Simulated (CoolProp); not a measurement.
Model: reference Helmholtz-energy equation of state, Gao 2020, in CoolProp.

Question: Give the vapour pressure (MPa), vapour density (kg/m³), liquid cp (kJ/(kg K)), vapour viscosity (µPa s) of saturated ammonia at 257.6, 281, 304.5 K.

Answer: 
| T (K) | p (MPa) | vapour density (kg/m³) | liquid cp (kJ/(kg K)) | vapour viscosity (µPa s) |
|---|---|---|---|---|
| 257.6 | 0.231 | 1.92 | 4.54 | 8.58 |
| 281 | 0.570 | 4.53 | 4.65 | 9.30 |
| 304.5 | 1.21 | 9.41 | 4.84 | 10.0 |

Viscosity comes from a separate model (Fenghour 1995).
